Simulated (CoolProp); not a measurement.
R1234ze(Z) at several states: fugacity coefficient from the reference equation and from simpler models built on Tc = 150.1 °C, pc = 3.531 MPa, ω = 0.327; each cubic takes its own stable root.

Model: reference Helmholtz-energy equation of state, Akasaka 2019, in CoolProp.

```json
[
 {"T (°C)": "145.25", "p (MPa)": "1.7", "phase": "gas", "reference": "0.8176"},
 {"T (°C)": "91.25", "p (MPa)": "0.722", "phase": "gas", "reference": "0.8702"},
 {"T (°C)": "105.75", "p (MPa)": "3.16", "phase": "liquid", "reference": "0.3918"}
]
```

Question: How far does each simpler model (Redlich-Kwong, Soave-Redlich-Kwong, Peng-Robinson) lie from the reference over these 3 states: mean and median of the absolute difference, and the worst?

Answer: 
- Redlich-Kwong: mean 8.5 %, median 2.8 %, worst +20.7 % at 105.75 °C and 3.16 MPa
- Soave-Redlich-Kwong: mean 3.4 %, median 1.9 %, worst +6.4 % at 105.75 °C and 3.16 MPa
- Peng-Robinson: mean 1.3 %, median 1.0 %, worst +2.8 % at 105.75 °C and 3.16 MPa
